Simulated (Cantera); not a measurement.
A Cantera script and what it prints.

```python
import numpy as np
import cantera as ct

gas_names = [...]  # 100 gases of nasa_gas.yaml made of C, H, N, S
cond_names = """
    C(gr) C6H6(L) C7H8(L) C8H18(L),n-octa S(cr1) S(cr2) S(L)
""".split()


# ... load() reads the species with a 1 bar reference pressure and builds the phases ...
atoms = {
    'CS2': {'C': 1, 'S': 2},
    'H2': {'H': 2},
    'N2': {'N': 2},
}
top_T = {'C(gr)': 4500}  # K; cautious upper limits of use, not melting points


# ... equilibrate(T, P, feed) seeds the gas with the atoms and calls Mixture.equilibrate('TP', solver="vcs", rtol=1e-11, max_steps=5000) ...
results = []
feed = {'CS2': 1, 'H2': 0.071, 'N2': 4.1}  # mol
T = 2548.15  # K
P = 52  # Pa
mix = equilibrate(T, P, feed)
results.append((T, P, feed, dict(zip(mix.species_names, mix.species_moles))))
x = sorted(zip(gas.X, gas.species_names), reverse=True)
print(f"T = {T:g} K  P = {P:g} Pa  gas = {mix.phase_moles(0):.4g} mol")
print("   x: " + "  ".join(f"{s} {v:.3e}" for v, s in x if v > 1e-06))
print("   condensed (mol): " + ("  ".join(f"{mix.phase(i).name} {mix.phase_moles(i):.4g}"
      for i in range(1, mix.n_phases) if mix.phase_moles(i) > 1e-12) or "none"))
```

Output:

```
T = 2548.15 K  P = 52 Pa  gas = 6.21 mol
   x: N2 6.601e-01  CS 1.602e-01  S 1.521e-01  H 2.210e-02  S2 4.212e-03  CS2 5.469e-04  H2 2.651e-04  SH 1.957e-04  CN 1.952e-04  HCN 3.786e-05  C 2.200e-05  SN 2.111e-05  N 1.613e-05  HNC 4.681e-06
   condensed (mol): none
```

Method: chemical equilibrium by Gibbs-energy minimisation in Cantera with the NASA 1993 tables (ideal gas, pure condensed phases).
